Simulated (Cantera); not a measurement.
Feed: 1 mol Si3H8, 0.73 mol Cl2, 25 mol N2, equilibrated at 1425 K and 2500 Pa.

Method: chemical equilibrium by Gibbs-energy minimisation in Cantera with the NASA 1993 tables (ideal gas, pure condensed phases). Candidate condensed phases: NH4Cl, Si, Si3N4; 28 gas species. The feed counts by its element totals alone. N2 is the only nitrogen source here; it is nearly inert below about 1500 K, so the nitride shown seldom forms there in practice. The tables' values for SiCl3 are old estimates; treat these amounts as uncertain. Rates play no part.

Base state: N2 0.830, H2 0.118, HCl 0.0516, SiCl2 0.000418, SiCl3 4.10e-5, SiCl4 1.59e-5, H 1.48e-5 (mole fractions); condensed: Si3N4(s).

### Question
What changes in the equilibrium state with this change: Si3H8 replaced by Si2Cl6?

### Answer
```
species          before    after
-------------  --------  -------
N2                0.830    0.926
SiCl4           1.59e-5   0.0595
SiCl3           4.10e-5  0.00911
H2                0.118        0
HCl              0.0516        0
H               1.48e-5        0
Cl              5.30e-6  8.95e-5
SiCl2          0.000418  0.00549
Si3N4(s), mol     0.996        0
```

### Question
What changes in the equilibrium state with this change: temperature from 1425 K to 1700 K?

### Answer
| species | before | after |
|---|---|---|
| N2 | 0.830 | 0.830 |
| H2 | 0.118 | 0.125 |
| HCl | 0.0516 | 0.0375 |
| SiCl2 | 0.000418 | 0.00722 |
| SiCl | 1.34e-8 | 1.32e-5 |
| H | 1.48e-5 | 0.000329 |
| Cl | 5.30e-6 | 7.71e-5 |
| SiCl4 | 1.59e-5 | 2.61e-6 |
| SiCl3 | 4.10e-5 | 9.77e-5 |
| Si3N4(s), mol | 0.996 | 0.932 |
The tables' values for SiCl3, SiCl are old estimates; treat these amounts as uncertain.

### Question
What changes in the equilibrium state with this change: temperature from 1425 K to 1773.15 K?

### Answer
```
species          before     after
-------------  --------  --------
N2                0.830     0.830
H2                0.118     0.127
HCl              0.0516    0.0312
SiCl2          0.000418    0.0103
Si                <1e-9   3.58e-5
SiCl            1.34e-8   5.04e-5
H               1.48e-5  0.000643
Cl              5.30e-6  0.000121
Si3N4(s), mol     0.996     0.902
```
The tables' values for SiCl3, SiCl are old estimates; treat these amounts as uncertain.
